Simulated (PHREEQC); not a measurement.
Consider water at 20 °C with 56 mmol/kgw Cu(BF4)2 and 22 mmol/kgw H2SO4. Closed to the air; pH follows from the charge balance.

The numbers come from PHREEQC with the ion-association model, wateq4f.dat.

No solid was allowed to form.

**Question.** Order these Cu species by the share of Cu that they hold, largest first: Cu+2, CuSO4, CuF+.

**Answer.** Cu+2 (87 %), CuSO4 (12 %), CuF+ (0.20 %)

The pH is 1.55 and the ionic strength 0.189 mol/kgw. Real BF4- forms and hydrolyses slowly; the run takes it at equilibrium.
